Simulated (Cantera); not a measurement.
## Premixed flame

A freely propagating, adiabatic, planar premixed flame of H2 : O2 : N2 = 1 : 0.417 : 1.62 (molar parts), equivalence ratio 1.2, unburnt at 425 K and 1.28 atm; unity-Lewis-number transport, grid criteria slope 0.08 and curve 0.16, no radiation.

Cantera simulation using the H2/O2 subset of GRI-Mech 3.0, which has no nitrogen chemistry; the numbers are that mechanism's predictions, not measurements. Unity Lewis numbers drop preferential diffusion, which matters most where H2 and H carry the flame. Burning velocities carry a grid error of a few per cent, more on coarse grids.

```
z (mm)   T (K)  u (m/s)    x H2     x O2     x H2O   x H2O2       x O      x H
-------  -----  -------  ------  -------  --------  -------  --------  -------
-0.718     425     2.98   0.329    0.137   1.17e-7    <1e-8     <1e-8    <1e-8
-0.478     425     2.98   0.329    0.137   2.98e-6    <1e-8     <1e-8    <1e-8
-0.359     425     2.98   0.329    0.137   1.86e-5  4.61e-8     <1e-8    <1e-8
-0.239     427     3.00   0.329    0.137  0.000232  5.66e-7   1.49e-7    <1e-8
-0.120     492     3.44   0.322    0.134   0.00820  1.34e-5   1.26e-5  1.09e-5
-0.0598    806     5.52   0.283    0.114    0.0516  1.92e-5  0.000366  0.00360
0         1277     8.50   0.176   0.0656     0.151  5.03e-6   0.00392   0.0371
0.0598    1570     10.2  0.0925   0.0268     0.225  2.77e-6   0.00792   0.0644
0.120     1720     11.1  0.0744   0.0156     0.248  1.73e-6   0.00835   0.0613
0.239     1877     11.9  0.0721   0.0111     0.260  9.14e-7   0.00681   0.0476
0.478     2034     12.8  0.0714  0.00781     0.273  4.78e-7   0.00466   0.0335
0.957     2171     13.5  0.0694  0.00494     0.285  2.78e-7   0.00277   0.0223
1.91      2277     14.0  0.0671  0.00278     0.296  1.76e-7   0.00146   0.0144
```
x: mole fraction of selected species; z is measured from the peak of heat release.

```json
{
 "laminar_burning_velocity": "298 cm/s",
 "thermal_thickness": "0.239 mm",
 "peak x(H2O2)": "2.16e-5",
 "peak x(O)": "0.00845",
 "peak x(H)": "0.0652",
 "grid_points": "104"
}
```
